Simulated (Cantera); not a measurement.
What does this Cantera script print?

```python
import numpy as np
import cantera as ct

gas = ct.Solution("gri30.yaml")
gas.TPX = 1500, 2666, {'C2H6': 1, 'N2': 1.8}
reactor = ct.IdealGasConstPressureReactor(gas, energy="off", clone=False)
net = ct.ReactorNet([reactor])
net.rtol, net.atol = 1e-08, 1e-18
show = ['C2H6', 'H2', 'C2H2', 'C2H', 'CH4']
times = np.geomspace(2e-05, 100, 11)

steps = ct.SolutionArray(gas, extra=["t"])
rows = []
print(f"{'t/s':>10s}{'T/K':>9s}{'P/Pa':>11s}" + "".join(f"{s:>11s}" for s in show))
for t in times:
    while net.time < t:
        t_next = net.step()
        steps.append(gas.state, t=t_next)
    rows.append([np.interp(t, steps.t, y) for y in (steps.T, steps.P, *steps(*show).X.T)])
    print(f"{t:10.3e}{rows[-1][0]:9.1f}{rows[-1][1]:11.4g}" + "".join(f"{x:11.3e}" for x in rows[-1][2:]))
rate = np.gradient(steps.T, steps.t)
print("integrator steps:", len(steps.t))
if steps.T.max() > steps.T[0] + 200:
    print(f"time of steepest temperature rise: {steps.t[rate.argmax()]:.4e} s")
gas.TPX = 1500, 2666, {'C2H6': 1, 'N2': 1.8}
gas.equilibrate("TP")
print(f"equilibrium (TP): T = {gas.T:.1f} K  " + "  ".join(f"{s} {gas[s].X[0]:.3e}" for s in show))
```

It prints:

```
       t/s      T/K       P/Pa       C2H6         H2       C2H2        C2H        CH4
 2.000e-05   1500.0       2666  3.559e-01  1.733e-05  2.583e-10  2.015e-17  7.409e-05
 9.352e-05   1500.0       2666  3.486e-01  1.637e-03  8.492e-07  5.165e-12  1.402e-03
 4.373e-04   1500.0       2666  2.692e-01  3.867e-02  9.359e-04  1.055e-08  1.971e-02
 2.045e-03   1500.0       2666  6.003e-02  1.499e-01  2.770e-02  1.204e-07  9.661e-02
 9.564e-03   1500.0       2666  1.200e-03  2.306e-01  9.564e-02  9.914e-08  1.169e-01
 4.472e-02   1500.0       2666  4.152e-05  2.656e-01  1.348e-01  3.002e-08  1.113e-01
 2.091e-01   1500.0       2666  1.766e-05  2.940e-01  1.670e-01  2.733e-08  1.060e-01
 9.779e-01   1500.0       2666  1.930e-05  3.103e-01  1.791e-01  3.458e-08  9.750e-02
 4.573e+00   1500.0       2666  1.134e-05  3.390e-01  1.869e-01  3.886e-08  7.113e-02
 2.138e+01   1500.0       2666  2.071e-06  3.885e-01  2.003e-01  5.300e-08  2.561e-02
 1.000e+02   1500.0       2666  1.271e-07  4.109e-01  2.064e-01  6.489e-08  4.945e-03
integrator steps: 1661
equilibrium (TP): T = 1500.0 K  C2H6 4.515e-08  H2 4.138e-01  C2H2 1.525e-01  C2H 4.844e-08  CH4 2.346e-03
```

Cantera simulation using GRI-Mech 3.0 (53 species, 325 reactions); the numbers are that mechanism's predictions, not measurements. GRI-Mech 3.0 stops at C3 and has no aromatics, soot or wall deposition, so with more carbon than oxygen in the feed, carbon stays in small species such as C2H2 where larger ones or solid carbon would form. Radical loss at walls, strong at low pressure, is not modelled.
